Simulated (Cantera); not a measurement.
# Abatement and gas-phase synthesis: CO₂ + SO₂ + H₂

Feed: 1 mol CO₂, 0.022 mol SO₂, 0.27 mol H₂, equilibrated at 1.00 bar.

Method: chemical equilibrium by Gibbs-energy minimisation in Cantera with the NASA 1993 tables (ideal gas, pure condensed phases). Candidate condensed phases: C, C₆H₆, C₇H₈, C₈H₁₈, H₂O, H₂SO₄, S; 123 gas species. The numbers say what is thermodynamically allowed, not how fast it happens.

From 1350 K to 1700 K nothing is condensed. The main C-bearing gas is CO₂ throughout.

| T (K) | x CO₂ | x H₂O | x CO | x H₂ | x SO₂ | x H₂S |
|---|---|---|---|---|---|---|
| 1350 | 0.633 | 0.181 | 0.149 | 0.0218 | 0.00208 | 0.00851 |
| 1400 | 0.625 | 0.184 | 0.155 | 0.0210 | 0.00376 | 0.00651 |
| 1450 | 0.617 | 0.186 | 0.162 | 0.0205 | 0.00596 | 0.00475 |
| 1500 | 0.609 | 0.187 | 0.169 | 0.0200 | 0.00845 | 0.00329 |
| 1550 | 0.601 | 0.188 | 0.175 | 0.0196 | 0.0109 | 0.00217 |
| 1600 | 0.595 | 0.189 | 0.181 | 0.0191 | 0.0129 | 0.00135 |
| 1650 | 0.590 | 0.190 | 0.185 | 0.0185 | 0.0144 | 0.000802 |
| 1700 | 0.587 | 0.191 | 0.188 | 0.0179 | 0.0153 | 0.000462 |
x: gas mole fraction; nothing condenses.
